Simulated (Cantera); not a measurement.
Input: 1 mol CCl4, 0.086 mol H2, at 1800 K and 1.80 Pa.

Equilibrium computed with Cantera from the NASA thermochemical tables; the gas is ideal and each condensed phase is pure. Candidate condensed phases: C, C6H6, C7H8, C8H18; 91 gas species. Rates play no part.

Base state: Cl 0.957, HCl 0.0427, H 0.000243, Cl2 0.000165 (mole fractions); condensed: C(graphite).

Problem. What changes in the equilibrium state with this change: H2 from 0.086 to 2.1 mol?

Solution. 
```tsv
species	before	after
HCl	0.0427	0.728
Cl	0.957	0.158
H2	8.32e-6	0.0886
H	0.000243	0.0251
C2H2 (acetylene)	1.46e-9	1.55e-5
Cl2	0.000165	4.50e-6
C(graphite), mol	1.000	1.000
```

Problem. What changes in the equilibrium state with this change: 0.022 mol CH4 added?

Solution. 
```
species             before     after
----------------  --------  --------
Cl                   0.957     0.935
HCl                 0.0427    0.0646
H                 0.000243  0.000377
H2                 8.32e-6   1.99e-5
Cl2               0.000165  0.000158
C(graphite), mol     1.000      1.02
```

Problem. What changes in the equilibrium state with this change: temperature from 1800 K to 2598 K?

Solution. 
```
species             before     after
----------------  --------  --------
Cl                   0.957     0.870
C3                 6.36e-9    0.0587
H                 0.000243    0.0368
HCl                 0.0427  0.000567
C                  1.40e-8    0.0267
C2                   <1e-9   0.00698
C5                   <1e-9  0.000164
C4                   <1e-9   4.20e-5
C(graphite), mol     1.000         0
```
